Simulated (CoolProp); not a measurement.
The fluid at 293.15 K and 0.0859 MPa expands adiabatically to 0.0176 MPa with isentropic efficiency 1. The same conditions are run with several fluids, on thermodynamics alone (safety and materials aside).

Values from CoolProp's reference Helmholtz-energy equation of state of each fluid (R1233zd(E): Akasaka 2022; methane: Setzmann 1991; propylene: Lemmon 2013; R142b: Lemmon 2006).

```csv
fluid,work (kJ/kg),final temperature (K),final density (kg/m³)
R1233zd(E),27.0,254.1,(withheld)
methane,200,(withheld),0.171
propylene,81.7,234.0,(withheld)
R142b,34.8,246.7,0.870
```

Q: Some entries are withheld; supply them.

A: 
- R1233zd(E), final density (kg/m³): 1.10
- methane, final temperature (K): 199.4
- propylene, final density (kg/m³): 0.383
